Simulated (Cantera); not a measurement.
A closed system holds: 1 mol C₂F₆, 0.085 mol CH₄, at 1373.15 K and 1.60e-5 bar.

Cantera equilibrium calculation (NASA polynomials, part measured and part estimated; ideal gas, pure solids and liquids). Candidate condensed phases: C, C₆H₆, C₇H₈, C₈H₁₈; 95 gas species. The feed counts by its element totals alone. Gases not in the tables: C₂F₆ and larger saturated fluorocarbons. Equilibrium is a limit: real reactors are often held back by kinetics, nucleation or transport.

Base state: CF₄ 0.804, HF 0.194, CF₂ 0.00121, F 0.000708, CF₃ 7.84e-5 (mole fractions); condensed: C(graphite).

Problem. What changes in the equilibrium state with this change: pressure from 1.60e-5 bar to 0.0133 bar?

Solution. 
```
species             before    after
----------------  --------  -------
CF₄                  0.804    0.806
HF                   0.194    0.194
CF₂                0.00121  4.18e-5
F                 0.000708  4.57e-6
CF₃                7.84e-5  1.46e-5
C(graphite), mol     0.669    0.670
```
